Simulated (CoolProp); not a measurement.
The numbers come from the reference Helmholtz-energy equation of state, Wagner 2002 in CoolProp.

Q: For water, give the phase and the cv (kJ/(kg K)) at 281.55 °C and 3150 kPa; 536.25 °C and 145 kPa; 39.85 °C and 26900 kPa.

A: 
- 281.55 °C and 3150 kPa: gas; cv 1.88
- 536.25 °C and 145 kPa: gas; cv 1.70
- 39.85 °C and 26900 kPa: liquid; cv 4.00
